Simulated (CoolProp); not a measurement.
Vapour-liquid equilibrium of nitrogen (1) + methane (2) at 102.2 K; x and y are mole fractions of (1).

The numbers come from the multi-fluid Helmholtz-energy mixture model, Span 2000 and Setzmann 1991; pair parameters Kunz 2012 in CoolProp.

**Question.** Give the bubble pressure and the first vapour's composition at x = 0.05, 0.5, 0.95. Is there an azeotrope?

**Answer.** x = 0.05: 0.1205 MPa, y = 0.646; x = 0.5: 0.5370 MPa, y = 0.938; x = 0.95: 0.8560 MPa, y = 0.992. No azeotrope shows between x = 0.05 and 0.95.

Pair parameters are fitted to limited data, so mixtures are less certain than the pure fluids. The gap from Raoult's law changes sign with composition, which may be real or a fault of the pair parameters; it wasn't checked against measurements.
